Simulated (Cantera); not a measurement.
Feed: 1 mol Al(CH₃)₃, 0.72 mol N₂O, 1.1 mol N₂, at 0.0430 bar.

Cantera equilibrium calculation (NASA polynomials, part measured and part estimated; ideal gas, pure solids and liquids). Candidate condensed phases: Al, AlN, Al₂O₃, C, C₆H₆, C₇H₈, C₈H₁₈, H₂O; 148 gas species. The feed counts by its element totals alone. Mutual solubility and eutectic melting of coexisting phases are not modelled. Condensed phases not in the tables: aluminium oxynitride. Kinetics and transport are ignored.

x: gas mole fraction; n: condensed amount in mol.

```
T (K)   x H₂   x N₂      x CO      x Al       x H  n AlN(s)  n Al₂O₃(s)  n C(graphite)
-----  -----  -----  --------  --------  --------  --------  ----------  -------------
1198   0.742  0.257  0.000714    <1e-12   7.90e-7     0.523       0.239           2.99
1273   0.741  0.256   0.00279  1.49e-12   2.96e-6     0.531       0.234           2.98
1348   0.738  0.253   0.00931  4.31e-11   9.58e-6     0.558       0.221           2.94
1423   0.729  0.244    0.0270  8.84e-10   2.73e-5     0.631       0.184           2.83
1498   0.708  0.222    0.0690   1.37e-8   6.97e-5     0.812      0.0939           2.56
1573   0.688  0.201     0.110   1.65e-7  0.000163     1.000           0           2.28
1648   0.687  0.201     0.110   1.51e-6  0.000356     1.000           0           2.27
1723   0.687  0.201     0.110   1.13e-5  0.000729     1.000           0           2.27
1798   0.685  0.201     0.110   7.18e-5   0.00141     0.999           0           2.26
1873   0.684  0.200     0.110         …         …     0.997           0           2.26
1948   0.680  0.199     0.109         …         …     0.987           0           2.24
2023   0.669  0.200     0.108   0.00793   0.00749     0.943           0           2.23
2098   0.640  0.203     0.104    0.0300    0.0119     0.780           0           2.21
2173   0.559  0.216    0.0911     0.101    0.0174     0.172           0           2.19
```

Q: What belongs in the gaps?

A: 
- 1948, x Al: 0.00187
- 1948, x H: 0.00449
- 1873, x Al: 0.000392
- 1873, x H: 0.00257
